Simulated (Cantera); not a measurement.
Feed: 1 mol PbO, 0.2 mol H2, held at 1425 K and 133 Pa.

Method: chemical equilibrium by Gibbs-energy minimisation in Cantera with the NASA 1993 tables (ideal gas, pure condensed phases). Candidate condensed phases: H2O, Pb, PbO, PbO2, Pb3O4; 12 gas species. Gases not in the tables: (PbO)n polymers. Kinetics and transport are ignored.

Base state: PbO 0.568, Pb 0.235, H2O 0.160, O2 0.0370, OH 0.000169, H2 1.50e-5 (mole fractions); condensed: gas only.

Question: What changes in the equilibrium state with this change: H2 from 0.2 to 0.036 mol?

Answer: 
```
species    before    after
-------  --------  -------
PbO         0.568    0.693
Pb          0.235    0.194
O2         0.0370   0.0809
H2O         0.160   0.0319
H2        1.50e-5  2.02e-6
OH       0.000169  9.16e-5
O         7.31e-6  1.08e-5
```
